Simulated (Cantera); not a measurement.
A perfectly stirred reactor is fed with 6.19 % H2, 93.8 % O2, at 0.0266 atm; it is held at 1450 K, and followed from long to short residence time.

Detailed kinetics in Cantera: the H2/O2 subset of GRI-Mech 3.0, which has no nitrogen chemistry. Radical loss at walls, strong at low pressure, is not modelled. The temperature is held fixed by assumption; the heat of reaction is taken as removed at once.

Problem. Predict: x(H2) at τ = 1.60 s; x(O2) at τ = 1.60 s; x(HO2) at τ = 1.60 s; x(H2O2) at τ = 1.60 s; x(H) at τ = 1.60 s; x(H2) at τ = 0.120 s; x(O2) at τ = 0.120 s; x(HO2) at τ = 0.120 s; x(H2O2) at τ = 0.120 s; x(H) at τ = 0.120 s.

Solution. x(H2) at τ = 1.60 s: 7.98e-5
x(O2) at τ = 1.60 s: 0.933
x(HO2) at τ = 1.60 s: 8.53e-7
x(H2O2) at τ = 1.60 s: 3.23e-8
x(H) at τ = 1.60 s: 7.47e-5
x(H2) at τ = 0.120 s: 0.000386
x(O2) at τ = 0.120 s: 0.924
x(HO2) at τ = 0.120 s: 2.28e-6
x(H2O2) at τ = 0.120 s: 6.87e-8
x(H) at τ = 0.120 s: 0.000849
